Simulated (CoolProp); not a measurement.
Vapour-liquid equilibrium of n-butane (1) + cis-2-butene (2) at 225 K; x and y are mole fractions of (1).

Model: multi-fluid Helmholtz-energy mixture model, Bücker 2006 and Lemmon 2005; pair parameters Bell 2016, in CoolProp.

| x | bubble pressure (MPa) | y at the bubble point | dew pressure at overall composition x (MPa) | liquid density (mol/L) |
|---|---|---|---|---|
| 0.05 | 0.008322 | 0.073 | 0.008257 | 12.34 |
| 0.15 | 0.008686 | 0.202 | ? | 12.20 |
| 0.25 | 0.009001 | 0.315 | 0.008821 | 12.07 |
| 0.35 | 0.009277 | 0.418 | 0.009096 | 11.94 |
| 0.45 | ? | 0.515 | 0.009360 | 11.82 |
| 0.55 | 0.009747 | 0.607 | 0.009611 | ? |
| 0.65 | 0.009952 | 0.697 | 0.009847 | 11.58 |
| 0.75 | 0.01014 | ? | 0.01007 | ? |
| 0.85 | 0.01032 | 0.872 | 0.01028 | 11.35 |
| 0.95 | 0.01049 | 0.958 | 0.01048 | 11.24 |

Some entries are withheld; supply them.


- 0.15, dew pressure at overall composition x (MPa): 0.008540
- 0.45, bubble pressure (MPa): 0.009524
- 0.55, liquid density (mol/L): 11.70
- 0.75, y at the bubble point: 0.785
- 0.75, liquid density (mol/L): 11.46

No azeotrope shows between x = 0.05 and 0.95.

The pair parameters rest on a limited set of measurements; away from them the model extrapolates.
